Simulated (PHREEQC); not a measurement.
## Metal-bearing waste water

Make-up at 80 °C: 4.4 mmol/kgw FeCl3 and 0.78 mmol/kgw CaCl2. Closed to the air; pH follows from the charge balance.

Model: ion-association model, phreeqc.dat, run in PHREEQC.

Each row changes one thing in this solution. Precipitation was switched off in this run.

| case | pH | ionic strength (mol/kgw) | FeOH+2 (mol/kgw) | Fe(OH)2+ (mol/kgw) | Fe+3 (mol/kgw) | FeCl+2 (mol/kgw) | SI of Goethite (FeOOH) | SI of Hematite (Fe2O3) |
|---|---|---|---|---|---|---|---|---|
| as made | 2.37 | 0.0198 | 0.00290 | 0.000840 | 0.000218 | 0.000202 | +5.60 | +13.43 |
| 0.00019 mol/kgw LiOH added | ? | 0.0198 | 0.00289 | 0.000865 | 0.000210 | 0.000195 | +5.63 | +13.49 |
| CaCl2 left out | 2.37 | 0.0175 | 0.00291 | 0.000854 | 0.000217 | 0.000186 | +5.61 | +13.44 |
| temperature from 80 to 10 °C | ? | 0.0251 | 0.00134 | 7.47e-5 | 0.00189 | 0.000252 | +5.26 | +12.45 |
| diluted 2-fold with water | ? | 0.00940 | 0.00135 | 0.000727 | 5.48e-5 | 3.03e-5 | +5.77 | +13.77 |
| diluted 10-fold with water | ? | 0.00169 | 0.000132 | 0.000306 | 1.19e-6 | 1.74e-7 | +5.98 | +14.19 |

### Question
Complete the blanks.

### Answer

- 0.00019 mol/kgw LiOH added, pH: 2.39
- temperature from 80 to 10 °C, pH: 2.68
- diluted 2-fold with water, pH: 2.59
- diluted 10-fold with water, pH: 3.15

Some of these states are supersaturated (in Hematite (slow to form), Goethite (slow to form), for instance). At this temperature some constants are extrapolated from 25 °C, and those without enthalpy data are left unchanged.
